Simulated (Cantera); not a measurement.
# Thermodynamics of fluorocarbon and chlorocarbon gases, feed c-C4F8 + CH4

Feed: 1 mol c-C4F8, 0.86 mol CH4, equilibrated at 1823.15 K.

These are equilibrium values from Cantera (NASA tables, ideal gas, pure condensed phases), not measurements of a reactor. Candidate condensed phases: C, C6H6, C7H8, C8H18; 95 gas species. The feed counts by its element totals alone. Gases not in the tables: C2F6 and larger saturated fluorocarbons. Rates play no part.

```
P (Pa)  log p HF  log p F  log p CF4  log p CF2  log p CF3  log p CF  log p CHF3  n C(graphite)
------  --------  -------  ---------  ---------  ---------  --------  ----------  -------------
1          -5.30    -5.42      -6.69      -6.00      -8.13     -8.17      -12.73           4.02
10         -4.18    -4.96      -4.84      -5.07      -6.73     -7.71      -10.69           3.64
100        -3.14    -4.67      -3.66      -4.48      -5.85     -7.42       -9.06           3.67
1000       -2.13    -4.41      -2.62      -3.96      -5.07     -7.16       -7.52           3.70
10000      -1.13    -4.15      -1.61      -3.46      -4.31     -6.90       -6.02           3.71
100000     -0.12    -3.90      -0.61      -2.96      -3.56     -6.65       -4.51           3.72
```
log p: log10 of the partial pressure in bar; n: condensed amount in mol.

From 1.00e-5 bar to 1.00 bar the condensed part is C(graphite). The main C-bearing gas is CF2 at 1.00e-5 bar and CF4 at 1.00 bar. The share of C in condensed phases is highest at 1.00e-5 bar (82.7 %) and lowest at 0.000100 bar (74.9 %).
